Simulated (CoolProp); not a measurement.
Values from CoolProp's reference Helmholtz-energy equation of state, McLinden 2015.

### Question
For the fluoroketone C6F12O (FK-5-1-12), give the phase and the Z, cv (kJ/(kg K)), speed of sound (m/s), isothermal compressibility (1/MPa) at 178.75 °C and 0.701 MPa.

### Answer
- 178.75 °C and 0.701 MPa: gas; Z 0.870, cv 1.00, speed of sound 96.8, isothermal compressibility 1.66
